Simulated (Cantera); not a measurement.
A perfectly stirred reactor is fed with 19.3 % H2, 16.9 % O2, 63.7 % N2, at 0.296 atm; it is adiabatic with a 398 K inlet, and is followed from long to short residence time, starting on the burning branch (τ in s: 0.04, 0.018, 0.0081, 0.0036, 0.0016, 0.00074, 0.00033, 0.00015, 6.8e-05, 3e-05).

Model: the H2/O2 subset of GRI-Mech 3.0, which has no nitrogen chemistry, integrated in Cantera.

Problem. Predict: blow-out, bracketed by the residence times tried; x(H2) at τ = 40.0 ms; x(O2) at τ = 40.0 ms; x(H2O) at τ = 40.0 ms; x(O) at τ = 40.0 ms; x(H) at τ = 40.0 ms; x(H2) at τ = 0.740 ms; x(O2) at τ = 0.740 ms; x(H2O) at τ = 0.740 ms; x(O) at τ = 0.740 ms; x(H) at τ = 0.740 ms.

Solution. 
* **blow-out, bracketed by the residence times tried**: burning at 0.150 ms, out at 68.0 µs
* **x(H2) at τ = 40.0 ms**: 0.00186
* **x(O2) at τ = 40.0 ms**: 0.0793
* **x(H2O) at τ = 40.0 ms**: 0.208
* **x(O) at τ = 40.0 ms**: 0.00153
* **x(H) at τ = 40.0 ms**: 0.000666
* **x(H2) at τ = 0.740 ms**: 0.0137
* **x(O2) at τ = 0.740 ms**: 0.0823
* **x(H2O) at τ = 0.740 ms**: 0.181
* **x(O) at τ = 0.740 ms**: 0.0106
* **x(H) at τ = 0.740 ms**: 0.0175
